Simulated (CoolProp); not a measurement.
Vapour pressure (MPa) of R1336mzz(E): the reference equation beside estimates from Tc = 130.4 °C, pc = 2.779 MPa, ω = 0.413. Clausius-Clapeyron is anchored at -44.95 °C with a constant enthalpy of vaporisation of 29.41 kJ/mol.

Computed with CoolProp (reference Helmholtz-energy equation of state, Akasaka 2023).

| T (°C) | reference | Lee-Kesler | Clausius-Clapeyron | van der Waals | Redlich-Kwong | Soave-Redlich-Kwong | Peng-Robinson |
|---|---|---|---|---|---|---|---|
| -52.25 | 0.003727 | 0.003756 | 0.003756 | 0.1392 | 0.02027 | 0.003819 | 0.004083 |
| -48.55 | 0.004877 | 0.004898 | 0.004890 | 0.1543 | 0.02470 | 0.004972 | 0.005283 |
| -44.95 | 0.006269 | 0.006280 | 0.006269 | 0.1700 | 0.02971 | 0.006365 | 0.006724 |
| -41.25 | 0.008032 | 0.008029 | 0.008028 | 0.1874 | 0.03565 | 0.008124 | 0.008536 |
| -37.65 | 0.01013 | 0.01011 | 0.01014 | 0.2053 | 0.04228 | 0.01021 | 0.01067 |
| -33.95 | 0.01273 | 0.01269 | 0.01279 | 0.2250 | 0.05004 | 0.01280 | 0.01332 |
| -30.25 | 0.01587 | 0.01581 | 0.01602 | 0.2459 | 0.05886 | 0.01592 | 0.01649 |
| -26.65 | 0.01950 | 0.01942 | 0.01981 | 0.2675 | 0.06853 | 0.01954 | 0.02015 |
| -22.95 | 0.02391 | 0.02381 | 0.02450 | 0.2910 | 0.07968 | 0.02393 | 0.02458 |
| -19.35 | 0.02896 | 0.02884 | 0.02994 | 0.3152 | 0.09179 | 0.02895 | 0.02963 |
| -15.65 | 0.03501 | 0.03487 | 0.03657 | 0.3414 | 0.1056 | 0.03497 | 0.03567 |
| -12.05 | 0.04184 | 0.04169 | 0.04420 | 0.3683 | 0.1205 | 0.04177 | 0.04248 |
| -8.35 | 0.04993 | 0.04978 | 0.05341 | 0.3973 | 0.1374 | 0.04984 | 0.05053 |
| -4.65 | 0.05923 | 0.05909 | 0.06420 | 0.4279 | 0.1560 | 0.05912 | 0.05976 |
| -1.05 | 0.06955 | 0.06943 | 0.07643 | 0.4590 | 0.1758 | 0.06943 | 0.07001 |

Absolute difference from the reference over all 15 rows, mean and median: Lee-Kesler 0.3 and 0.4 %, Clausius-Clapeyron 3.0 and 1.6 %, van der Waals 1566.5 and 1271.8 %, Redlich-Kwong 268.8 and 251.4 %, Soave-Redlich-Kwong 0.7 and 0.2 %, Peng-Robinson 4.0 and 3.3 %.
